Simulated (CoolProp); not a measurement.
Methanol at 298.15 K and 14.2 MPa is throttled through a valve to 1.36 MPa with no heat exchange. Each further row changes one setting.

Values from CoolProp's reference Helmholtz-energy equation of state, de Reuck 1993.

```
case                       temperature change (K)  final density (kg/m³)
-------------------------  ----------------------  ---------------------
as stated                                    +4.2                    784
outlet pressure 0.408 MPa                    +4.5                    782
outlet pressure 1.77 MPa                     +4.1                    784
```
